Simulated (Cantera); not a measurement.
Input: 1 mol B₂H₆, 0.5 mol O₂, 6.6 mol N₂, 0.26 mol NH₃, at 10.0 mbar.

Equilibrium computed with Cantera from the NASA thermochemical tables; the gas is ideal and each condensed phase is pure. Candidate condensed phases: B, BN, B₂O₃, B₃O₃H₃, H₂O; 39 gas species. The feed counts by its element totals alone. Equilibrium is a limit: real reactors are often held back by kinetics, nucleation or transport. All values below are at 1425 °C.

Base state: N₂ 0.618, H₂ 0.330, B₂O₃ 0.0184, HBO 0.0179, HBO₂ 0.00911, B₂O₂ 0.00453, BO 0.000905, H 0.000830 (mole fractions); condensed: BN(s).

Q: What changes in the equilibrium state with this change: O₂ from 0.5 to 1.5 mol?

A: 
| species | before | after |
|---|---|---|
| N₂ | 0.618 | 0.605 |
| H₂ | 0.330 | 0.281 |
| B₂O₃ | 0.0184 | 0.0621 |
| HBO₂ | 0.00911 | 0.0270 |
| HBO | 0.0179 | 0.0174 |
| H₂O | 0.000270 | 0.000704 |
| B₂O₂ | 0.00453 | 0.00503 |
| H | 0.000830 | 0.000767 |
| BO | 0.000905 | 0.000954 |
| BN(s), mol | 1.27 | 0 |
